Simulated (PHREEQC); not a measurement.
Synthetic water in mg/L, 20 °C, pH 5.92, pe 1.2:

```json
[
 {"constituent": "Na", "mg/L": "0.00725"},
 {"constituent": "K", "mg/L": "0.000653"},
 {"constituent": "Ca", "mg/L": "0.0138"},
 {"constituent": "Mg", "mg/L": "0.00617"},
 {"constituent": "Cl", "mg/L": "0.00173"},
 {"constituent": "S(6) as SO4", "mg/L": "0.0566"},
 {"constituent": "Alkalinity as HCO3", "mg/L": "0.0169"},
 {"constituent": "Mn(2)", "mg/L": "0.00232"},
 {"constituent": "Li", "mg/L": "3.13e-05"}
]
```

Cl is adjusted to close the charge balance.
Valence states are taken as typed.

All values are PHREEQC results (ion-association model, phreeqc.dat), not measurements.

No solid was allowed to form.

Predict the ionic strength.

ionic strength 4.05e-6 mol/kgw.

In which forms is C present?

CO2 74 %, HCO3- 26 % of the C.
